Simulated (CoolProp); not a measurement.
Vapour-liquid equilibrium of ethane (1) + hydrogen chloride (2) at 3.42 bar; x and y are mole fractions of (1).

Model: multi-fluid Helmholtz-energy mixture model, Bücker 2006 and Thol 2018; pair parameters Bell 2016, in CoolProp.

| x | bubble temperature (°C) | y at the bubble point | dew temperature at overall composition x (°C) | liquid density (mol/L) |
|---|---|---|---|---|
| 0.05 | -63.9 | 0.173 | -61.4 | (withheld) |
| 0.125 | -66.9 | 0.315 | -62.9 | 28.31 |
| 0.2 | -68.4 | 0.389 | -64.5 | 26.88 |
| 0.275 | -69.2 | 0.434 | -66.1 | 25.54 |
| 0.35 | -69.6 | 0.464 | -67.7 | 24.31 |
| 0.425 | -69.8 | 0.488 | (withheld) | 23.18 |
| 0.5 | -69.9 | 0.512 | -69.9 | (withheld) |
| 0.575 | -69.9 | 0.537 | -69.6 | 21.22 |
| 0.65 | -69.7 | 0.568 | -68.7 | 20.35 |
| 0.725 | -69.3 | 0.609 | -67.5 | 19.56 |
| 0.8 | (withheld) | (withheld) | -66.2 | (withheld) |
| 0.875 | -67.1 | 0.748 | -64.8 | 18.10 |
| 0.95 | -64.8 | 0.875 | -63.5 | (withheld) |

Question: Fill in the missing entries.

Answer: 
- 0.05, liquid density (mol/L): 29.80
- 0.425, dew temperature at overall composition x (°C): -69.1
- 0.5, liquid density (mol/L): 22.16
- 0.8, bubble temperature (°C): -68.5
- 0.8, y at the bubble point: 0.666
- 0.8, liquid density (mol/L): 18.81
- 0.95, liquid density (mol/L): 17.41

y crosses x between x = 0.5 and 0.575: the model has an azeotrope there.

Pair parameters are fitted to limited data, so mixtures are less certain than the pure fluids.
